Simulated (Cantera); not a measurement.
## Gas-phase reforming

A perfectly stirred reactor is fed with 12.8 % CH₄, 87.2 % H₂O, at 9.87 atm; it is held at 1548 K, and followed from long to short residence time.

Detailed kinetics in Cantera: GRI-Mech 3.0 (53 species, 325 reactions).

| τ (s) | x CH₄ | x H₂O | x H₂ | x CO₂ | x C₂H₄ | x C₂H₆ | x C₂H₂ |
|---|---|---|---|---|---|---|---|
| 2.0 | 0.0414 | 0.675 | 0.220 | 0.0297 | 0.00171 | 2.68e-5 | 0.00431 |
| 0.61 | 0.0512 | 0.725 | 0.173 | 0.0220 | 0.00297 | 4.47e-5 | 0.00933 |
| 0.18 | 0.0621 | 0.777 | 0.123 | 0.0117 | 0.00344 | 6.87e-5 | 0.0144 |
| 0.054 | 0.0796 | 0.820 | 0.0753 | 0.00371 | 0.00263 | 0.000128 | 0.0142 |
| 0.016 | 0.100 | 0.849 | 0.0377 | 0.000606 | 0.00190 | 0.000256 | 0.00876 |
| 0.0048 | 0.116 | 0.864 | 0.0147 | 5.86e-5 | 0.00161 | 0.000400 | 0.00310 |
| 0.0014 | 0.123 | 0.871 | 0.00403 | 3.40e-6 | 0.000871 | 0.000430 | 0.000491 |
| 0.00042 | 0.126 | 0.872 | 0.000903 | 9.69e-8 | 0.000215 | 0.000283 | 3.22e-5 |
x: mole fraction; the columns are a selection and need not sum to one.
